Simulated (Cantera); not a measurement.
A closed system holds: 1 mol c-C4F8, 16 mol H2, equilibrated at 3250 °C and 9.90 mbar.

Cantera equilibrium calculation (NASA polynomials, part measured and part estimated; ideal gas, pure solids and liquids). Candidate condensed phases: C, C6H6, C7H8, C8H18; 95 gas species. The feed counts by its element totals alone. Rates play no part.

Base state: H 0.704, HF 0.118, F 0.0907, C 0.0510, H2 0.0127, C3 0.0107, C2 0.00832, CF 0.00378 (mole fractions); condensed: gas only.

**Question.** What changes in the equilibrium state with this change: temperature from 3250 °C to 1275 °C?

**Answer.** 
| species | before | after |
|---|---|---|
| H2 | 0.0127 | 0.600 |
| HF | 0.118 | 0.400 |
| H | 0.704 | 0.000240 |
| C | 0.0510 | <1e-9 |
| F | 0.0907 | 6.14e-9 |
| C3 | 0.0107 | <1e-9 |
| C2 | 0.00832 | <1e-9 |
| CF | 0.00378 | <1e-9 |
| C2H | 0.00107 | <1e-9 |
| CH | 0.000123 | <1e-9 |
| C4 | 1.89e-5 | <1e-9 |
| C(graphite), mol | 0 | 4.00 |
